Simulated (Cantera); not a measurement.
# Adiabatic ignition

An adiabatic, constant-volume homogeneous reactor starts with 22.7 % CH₃OH, 16.2 % O₂, 61.1 % N₂, at 1275 K and 11.8 atm.

Computed with Cantera and GRI-Mech 3.0 (53 species, 325 reactions). GRI-Mech 3.0 was tuned for natural gas; its chemistry of methanol as a main component is partial and can be far from experiment. The pressure lies above the range GRI-Mech 3.0 was tuned for (to about 10 atm).

```tsv
t (s)	T (K)	P (bar)	x CH₃OH	x O₂	x CH₃	x CO₂	x OH
7.00e-6	1275	12.0	0.227	0.162	1.56e-7	2.36e-7	1.15e-9
3.13e-5	1275	12.0	0.227	0.162	1.47e-7	1.06e-6	1.82e-9
0.000140	1276	12.0	0.227	0.162	1.22e-7	4.83e-6	1.84e-8
0.000626	2738	33.4	2.99e-11	2.29e-5	1.21e-9	0.0336	0.00178
0.00280	2737	33.4	2.99e-11	2.28e-5	1.22e-9	0.0336	0.00177
0.0125	2737	33.4	2.99e-11	2.28e-5	1.22e-9	0.0336	0.00177
0.0559	2737	33.4	2.99e-11	2.28e-5	1.22e-9	0.0336	0.00177
0.250	2737	33.4	2.99e-11	2.28e-5	1.22e-9	0.0336	0.00177
1.12	2737	33.4	2.99e-11	2.28e-5	1.22e-9	0.0336	0.00177
5.00	2737	33.4	2.99e-11	2.28e-5	1.22e-9	0.0336	0.00177
```
x: mole fraction; the columns are a selection and need not sum to one.

```json
{
 "time_of_steepest_temperature_rise": "0.327 ms",
 "temperature at 5.00 s": "2737 K",
 "equilibrium_temperature": "2737 K",
 "x(CH₃OH) at 5.00 s": "2.99e-11 (gas-phase equilibrium 3.09e-11)",
 "x(O₂) at 5.00 s": "2.28e-5 (gas-phase equilibrium 2.28e-5)",
 "x(CH₃) at 5.00 s": "1.22e-9 (gas-phase equilibrium 1.36e-9)"
}
```
